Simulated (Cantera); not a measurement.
Input: 1 mol Si, 0.76 mol HCl, 16 mol H₂, at 10500 Torr.

These are equilibrium values from Cantera (NASA tables, ideal gas, pure condensed phases), not measurements of a reactor. Candidate condensed phases: Si; 19 gas species. Gases not in the tables: Si₂H₆ and higher silanes. The numbers say what is thermodynamically allowed, not how fast it happens.

Which condensed phases are stable at each of these points (T (°C)): 950, 1000, 1050, 1100, 1150, 1200, 1250, 1300, 1350, 1400, 1450, 1500?


| T (°C) | condensed phases | Si condensed (%) |
|---|---|---|
| 950 | Si(s) | 80.5 |
| 1000 | Si(s) | 81.9 |
| 1050 | Si(s) | 83.4 |
| 1100 | Si(s) | 84.9 |
| 1150 | Si(s) | 86.3 |
| 1200 | Si(s) | 87.5 |
| 1250 | Si(s) | 88.5 |
| 1300 | Si(s) | 89.3 |
| 1350 | Si(s) | 89.8 |
| 1400 | Si(s) | 90.2 |
| 1450 | Si(l) | 90.8 |
| 1500 | Si(l) | 91.5 |

From 950 °C to 1400 °C the condensed part is Si(s). From 1450 °C to 1500 °C the condensed part is Si(l).
